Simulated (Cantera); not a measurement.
## Diamond growth

A diamond (100) surface in a fixed gas of H2 with x(CH4) = 0.0029, x(H) = 0.0025, x(CH3) = 0.00018, at 1300 K; coverages are run to steady state.

Detailed kinetics in Cantera: the Harris–Goodwin 1993 mechanism for the reconstructed diamond (100) surface.

```csv
P (Pa),growth (µm/h),θ c6HH,θ c6H*,θ c6*H,θ c6**,θ c6HM
550,0.0824,0.397,0.0483,0.516,0.0379,4.02e-5
1000,0.182,0.397,0.0483,0.516,0.0378,7.66e-5
2000,0.433,0.397,0.0483,0.516,0.0377,0.000158
3800,0.959,0.397,0.0483,0.516,0.0377,0.000303
7100,2.14,0.396,0.0483,0.516,0.0377,0.000561
14000,5.44,0.396,0.0483,0.515,0.0376,0.00106
26000,13.5,0.396,0.0483,0.514,0.0376,0.00184
49000,35.4,0.395,0.0483,0.513,0.0375,0.00307
```
θ: site fractions in the mechanism's names (c6HH fully hydrogenated, c6H* and c6*H radical sites, c6** diradical, c6HM methylated).
